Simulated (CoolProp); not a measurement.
Vapour pressure (bar) of R1336mzz(E): the reference equation beside estimates from Tc = 403.5 K, pc = 27.79 bar, ω = 0.413.

Computed with CoolProp (reference Helmholtz-energy equation of state, Akasaka 2023).

| T (K) | reference | Lee-Kesler | Soave-Redlich-Kwong | Peng-Robinson |
|---|---|---|---|---|
| 231.2 | 0.07670 | 0.07670 | 0.07763 | 0.08165 |
| 240.2 | 0.1352 | 0.1348 | 0.1359 | 0.1412 |
| 249.1 | 0.2252 | 0.2243 | 0.2255 | 0.2319 |
| 258 | 0.3590 | 0.3576 | 0.3586 | 0.3656 |
| 267 | 0.5531 | 0.5516 | 0.5520 | 0.5587 |
| 275.9 | 0.8194 | 0.8185 | 0.8182 | 0.8230 |
| 284.9 | 1.183 | 1.183 | 1.182 | 1.183 |
| 293.8 | 1.656 | 1.658 | 1.658 | 1.652 |
| 302.8 | 2.271 | 2.277 | 2.278 | 2.263 |
| 311.7 | 3.039 | 3.048 | 3.056 | 3.027 |

Absolute difference from the reference over all 10 rows, mean and median: Lee-Kesler 0.2 and 0.3 %, Soave-Redlich-Kwong 0.3 and 0.2 %, Peng-Robinson 1.8 and 0.7 %.
